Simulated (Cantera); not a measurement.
Thermodynamics of thermal oxidation and active oxidation of silicon, feed Si + O2 + N2

A closed system holds: 1 mol Si, 1.1 mol O2, 89 mol N2, equilibrated at 1425 K and 58.0 mbar.

These are equilibrium values from Cantera (NASA tables, ideal gas, pure condensed phases), not measurements of a reactor. Candidate condensed phases: Si, SiO2, Si2N2O, Si3N4; 16 gas species. The tables hold silica as quartz up to 1696 K and as liquid above; real silica turns to tridymite and cristobalite and melts near 1996 K. Rates play no part.

| Item | Result |
|---|---|
| x(N2) | 0.999 |
| x(O2) | 0.00109 |
| x(NO) | 6.74e-5 |
| n(SiO2(β-quartz)) | 1.00 mol |
| gas amount | 89.10 mol |
| log10 activity of Si(s) (absent) | -19.86 |
